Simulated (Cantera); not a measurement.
Gas mixture: 10.9 % N2, 64.5 % NO, 24.6 % N2O, at 0.000580 bar, frozen composition.

Cantera's kinetic-theory transport with the Lennard-Jones parameters of GRI-Mech 3.0, ideal gas; thermal conductivity in the mixture-averaged form. The composition is frozen, though it would react at the higher temperatures.

One state of this run: ρ (kg/m³) = 0.000290; cp (J/kg/K) = 1127; μ (µPa s) = 36.1; λ (mW/m/K) = 56.6; Pr = 0.719; D (cm²/s) C2H2 = 1510; D (cm²/s) NO = 1610; D (cm²/s) NH3 = 2160. D: mixture-averaged diffusion coefficient of that species in the mixture.

Q: Which value of T (K) does it belong to?
(A) 1000
(B) 1200
(C) 800
(D) 1600

A: C, 800
